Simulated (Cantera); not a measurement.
A perfectly stirred reactor is fed with CH4 : C2H6 : C3H8 : O2 : N2 = 1 : 0.79 : 0.057 : 7.89 : 29.7 (molar parts), equivalence ratio 0.64, at 1.00 atm; it is adiabatic with a 550 K inlet, and is followed from long to short residence time, starting on the burning branch (τ in s: 0.2, 0.091, 0.041, 0.018, 0.0081, 0.0036, 0.0016, 0.00072, 0.00032, 0.00014, 6.4e-05).

Computed with Cantera and GRI-Mech 3.0 (53 species, 325 reactions).

Question: What does this change do: inlet temperature 550 to 750 K?

Answer: 
```json
[
 {"quantity": "blow-out, bracketed by the residence times tried", "before": "burning at 0.140 ms, out at 64.0 µs", "after": "burning at 64.0 µs, the shortest tried"},
 {"quantity": "x(CH4) at τ = 0.200 s", "before": "1.48e-6", "after": "7.46e-7"},
 {"quantity": "x(C2H6) at τ = 0.200 s", "before": "2.03e-7", "after": "8.60e-8"},
 {"quantity": "x(C3H8) at τ = 0.200 s", "before": "1.42e-8", "after": "6.61e-9"},
 {"quantity": "x(HO2) at τ = 0.200 s", "before": "1.29e-6", "after": "1.98e-6"},
 {"quantity": "x(NO2) at τ = 0.200 s", "before": "1.73e-7", "after": "8.70e-7"},
 {"quantity": "x(CH4) at τ = 3.60 ms", "before": "2.19e-5", "after": "1.46e-5"},
 {"quantity": "x(C2H6) at τ = 3.60 ms", "before": "4.25e-6", "after": "2.60e-6"},
 {"quantity": "x(C3H8) at τ = 3.60 ms", "before": "2.98e-7", "after": "1.85e-7"},
 {"quantity": "x(HO2) at τ = 3.60 ms", "before": "6.64e-6", "after": "4.78e-6"},
 {"quantity": "x(NO2) at τ = 3.60 ms", "before": "2.14e-8", "after": "5.40e-8"}
]
```
